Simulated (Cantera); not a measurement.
Feed: 1 mol SiH₂Cl₂, 0.26 mol NO, 3.4 mol H₂, equilibrated at 1000 Pa.

These are equilibrium values from Cantera (NASA tables, ideal gas, pure condensed phases), not measurements of a reactor. Candidate condensed phases: H₂O, NH₄Cl, Si, SiO₂, Si₂N₂O, Si₃N₄; 47 gas species. Mutual solubility and eutectic melting of coexisting phases are not modelled. The tables hold silica as quartz up to 1696 K and as liquid above; real silica turns to tridymite and cristobalite and melts near 1996 K. Gases not in the tables: Si₂H₆ and higher silanes. Kinetics and transport are ignored.

### Question
Which condensed phases are stable at each of these points (T (K)): 1175, 1275, 1375, 1475, 1575, 1675, 1775?

### Answer
| T (K) | condensed phases | Si condensed (%) |
|---|---|---|
| 1175 | Si(s) + SiO₂(β-quartz) + Si₂N₂O(s) | 53.0 |
| 1275 | Si(s) + SiO₂(β-quartz) + Si₂N₂O(s) | 49.1 |
| 1375 | Si(s) + SiO₂(β-quartz) + Si₂N₂O(s) | 43.0 |
| 1475 | Si(s) + Si₂N₂O(s) | 30.1 |
| 1575 | Si(s) + Si₂N₂O(s) | 28.5 |
| 1675 | Si(s) + Si₂N₂O(s) | 21.1 |
| 1775 | Si(l) | 16.1 |

From 1175 K to 1375 K the condensed part is Si(s) + SiO₂(β-quartz) + Si₂N₂O(s). From 1475 K to 1675 K the condensed part is Si(s) + Si₂N₂O(s). At 1775 K the condensed part is Si(l).
